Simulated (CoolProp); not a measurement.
Vapour-liquid equilibrium of R125 (1) + R134a (2) at 244.6 K; x and y are mole fractions of (1).

Values from CoolProp's multi-fluid Helmholtz-energy mixture model, Lemmon 2005 and Tillner-Roth 1994; pair parameters Lemmon 2004.

```json
[
 {"x": "0.05", "bubble pressure, mixture model (MPa)": "0.09838", "bubble pressure, Raoult's law (MPa)": "0.09793", "y, mixture model": "0.124", "y, Raoult's law": "0.124"},
 {"x": "0.125", "bubble pressure, mixture model (MPa)": "0.1103", "bubble pressure, Raoult's law (MPa)": "0.1093", "y, mixture model": "0.276", "y, Raoult's law": "0.277"},
 {"x": "0.2", "bubble pressure, mixture model (MPa)": "0.1220", "bubble pressure, Raoult's law (MPa)": "0.1207", "y, mixture model": "0.397", "y, Raoult's law": "0.401"},
 {"x": "0.275", "bubble pressure, mixture model (MPa)": "0.1336", "bubble pressure, Raoult's law (MPa)": "0.1320", "y, mixture model": "0.497", "y, Raoult's law": "0.504"},
 {"x": "0.35", "bubble pressure, mixture model (MPa)": "0.1451", "bubble pressure, Raoult's law (MPa)": "0.1434", "y, mixture model": "___", "y, Raoult's law": "0.590"},
 {"x": "0.425", "bubble pressure, mixture model (MPa)": "___", "bubble pressure, Raoult's law (MPa)": "0.1548", "y, mixture model": "0.653", "y, Raoult's law": "0.664"},
 {"x": "0.5", "bubble pressure, mixture model (MPa)": "___", "bubble pressure, Raoult's law (MPa)": "0.1661", "y, mixture model": "0.716", "y, Raoult's law": "0.728"},
 {"x": "0.575", "bubble pressure, mixture model (MPa)": "___", "bubble pressure, Raoult's law (MPa)": "0.1775", "y, mixture model": "___", "y, Raoult's law": "0.784"},
 {"x": "0.65", "bubble pressure, mixture model (MPa)": "0.1899", "bubble pressure, Raoult's law (MPa)": "0.1889", "y, mixture model": "0.820", "y, Raoult's law": "0.833"},
 {"x": "0.725", "bubble pressure, mixture model (MPa)": "0.2010", "bubble pressure, Raoult's law (MPa)": "0.2002", "y, mixture model": "0.865", "y, Raoult's law": "0.876"},
 {"x": "0.8", "bubble pressure, mixture model (MPa)": "0.2121", "bubble pressure, Raoult's law (MPa)": "0.2116", "y, mixture model": "___", "y, Raoult's law": "0.915"},
 {"x": "0.875", "bubble pressure, mixture model (MPa)": "___", "bubble pressure, Raoult's law (MPa)": "0.2230", "y, mixture model": "___", "y, Raoult's law": "0.949"},
 {"x": "0.95", "bubble pressure, mixture model (MPa)": "0.2344", "bubble pressure, Raoult's law (MPa)": "0.2343", "y, mixture model": "0.978", "y, Raoult's law": "0.981"}
]
```

What belongs in the gaps?


- 0.35, y, mixture model: 0.581
- 0.425, bubble pressure, mixture model (MPa): 0.1564
- 0.5, bubble pressure, mixture model (MPa): 0.1676
- 0.575, bubble pressure, mixture model (MPa): 0.1788
- 0.575, y, mixture model: 0.771
- 0.8, y, mixture model: 0.905
- 0.875, bubble pressure, mixture model (MPa): 0.2232
- 0.875, y, mixture model: 0.943

The largest gap from Raoult's law is +1.2 % in bubble pressure, at x = 0.275. No azeotrope shows between x = 0.05 and 0.95.

Pair parameters are fitted to limited data, so mixtures are less certain than the pure fluids.
